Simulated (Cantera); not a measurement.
## Catalytic combustion on Pt

An isothermal plug-flow reactor at 798 K and 3750 Torr (inlet), inlet velocity 0.12 m/s, active area per volume 570 1/m; feed H2 : O2 : N2 = 0.0058 : 0.023 : 0.79 (molar parts), equivalence ratio 0.13.

Cantera simulation using Deutschmann's 1995 Pt surface mechanism with GRI-Mech 3.0 gas chemistry; the numbers are that mechanism's predictions, not measurements. Catalytic surfaces can have several steady states; this one follows from the mechanism file's or the stated starting coverage. Mass transfer to the wall is taken as infinitely fast.

```csv
z (m),x H2,x O2,x H2O,θ free Pt,θ O*,θ OH*
4.7e-05,0.00141,0.0253,0.00570,0.111,0.883,0.00600
8.4e-05,0.000828,0.0250,0.00628,0.0726,0.922,0.00509
0.00015,0.000438,0.0248,0.00667,0.0505,0.945,0.00437
0.00026,0.000200,0.0247,0.00691,0.0396,0.956,0.00393
0.00047,5.81e-5,0.0247,0.00705,0.0342,0.962,0.00368
0.00084,7.95e-6,0.0246,0.00710,0.0325,0.964,0.00360
0.0015,2.48e-7,0.0246,0.00711,0.0323,0.964,0.00359
0.0026,7.78e-10,0.0246,0.00711,0.0323,0.964,0.00359
0.0047,<1e-12,0.0246,0.00711,0.0323,0.964,0.00359
```
x: gas mole fraction; θ: surface coverage.
